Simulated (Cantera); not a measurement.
**Diamond growth**

A diamond (100) surface in a fixed gas of H2 with x(CH4) = 0.03, x(H) = 0.041, x(CH3) = 0.0015, 9.75 Torr; coverages are run to steady state.

Cantera simulation using the Harris–Goodwin 1993 mechanism for the reconstructed diamond (100) surface; the numbers are that mechanism's predictions, not measurements.

```tsv
T (K)	growth (µm/h)	θ c6HH	θ c6H*	θ c6*H	θ c6**	θ c6HM
900	5.89	0.667	0.0102	0.282	0.00421	0.0297
950	7.82	0.624	0.0138	0.325	0.00648	0.0238
1000	9.91	0.581	0.0179	0.365	0.00949	0.0191
1050	11.9	0.541	0.0226	0.402	0.0133	0.0151
1100	13.1	0.502	0.0275	0.435	0.0181	0.0113
1150	12.6	0.467	0.0328	0.464	0.0239	0.00752
1200	10.3	0.435	0.0383	0.489	0.0306	0.00422
1250	7.66	0.404	0.0439	0.510	0.0383	0.00201
1300	5.99	0.375	0.0494	0.526	0.0469	0.000873
1350	5.37	0.349	0.0547	0.539	0.0562	0.000365
1400	5.29	0.325	0.0599	0.548	0.0664	0.000151
```
θ: site fractions in the mechanism's names (c6HH fully hydrogenated, c6H* and c6*H radical sites, c6** diradical, c6HM methylated).
